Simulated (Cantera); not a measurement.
Input (Python, Cantera) and output of one run.

```python
import numpy as np
import cantera as ct

gas_names = """
    CrO3 O
""".split()
cond_names = """
    Cr(cr) Cr(L)
""".split()


# ... load() reads the species with a 1 bar reference pressure and builds the phases ...
species = {s.name: s for s in load("nasa_gas.yaml", gas_names) + load("nasa_condensed.yaml", cond_names)}
# Each term lists the table entries of one substance; the one whose range holds T is used.
reactions = {
    'CrO3(g) = 3 O(g) + Cr':
        [(-1, ['CrO3']), (3, ['O']), (1, ['Cr(cr)', 'Cr(L)'])],
}


def pick(names, T):
    return next(species[n] for n in names if species[n].thermo.min_temp <= T <= species[n].thermo.max_temp)


results = []
for label, terms in reactions.items():
    print(label)
    print("     T/K   dH/kJ  dS/(J/K)   dG/kJ   log10 K")
    for T in [2175, 2225, 2275, 2325, 2375, 2425, 2475, 2525]:
        used = [(nu, pick(names, T)) for nu, names in terms]
        dH = sum(nu * s.thermo.h(T) for nu, s in used) / 1e6
        dS = sum(nu * s.thermo.s(T) for nu, s in used) / 1e3
        dG = dH - T * dS / 1e3
        logK = -dG * 1e6 / (ct.gas_constant * T * np.log(10))
        results.append((label, T, dH, dS, dG, logK, [s.name for _, s in used]))
        print(f"{T:8g} {dH:8.1f} {dS:8.1f} {dG:8.1f} {logK:8.2f}")
```

It prints:

```
CrO3(g) = 3 O(g) + Cr
     T/K   dH/kJ  dS/(J/K)   dG/kJ   log10 K
    2175   1103.1    294.0    463.7   -11.14
    2225   1104.1    294.5    449.0   -10.54
    2275   1105.1    294.9    434.2    -9.97
    2325   1106.1    295.3    419.5    -9.42
    2375   1107.0    295.7    404.7    -8.90
    2425   1108.0    296.1    389.9    -8.40
    2475   1109.0    296.5    375.1    -7.92
    2525   1109.9    296.9    360.2    -7.45
```

Source: NASA polynomial tables (part measured, part estimated), evaluated in Cantera. Condensed species are held in their standard states even where they would react or evaporate.
